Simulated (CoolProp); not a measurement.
Vapour pressure (bar) of decamethyltetrasiloxane (MD2M): the reference equation beside estimates from Tc = 599.4 K, pc = 11.44 bar, ω = 0.635. Clausius-Clapeyron is anchored at 399.6 K with a constant enthalpy of vaporisation of 47.87 kJ/mol.

The numbers come from the reference Helmholtz-energy equation of state, Thol 2017 in CoolProp.

```csv
T (K),reference,Clausius-Clapeyron,Soave-Redlich-Kwong
380.3,0.06255,0.06417,0.06351
386.7,0.08130,0.08244,0.08222
393.1,0.1045,0.1050,0.1053
399.6,0.1333,0.1333,0.1341
406,0.1677,0.1673,0.1684
412.4,0.2091,0.2085,0.2096
418.9,0.2591,0.2589,0.2595
425.3,0.3174,0.3184,0.3177
```

Absolute difference from the reference over all 8 rows, mean and median: Clausius-Clapeyron 0.7 and 0.3 %, Soave-Redlich-Kwong 0.6 and 0.5 %.
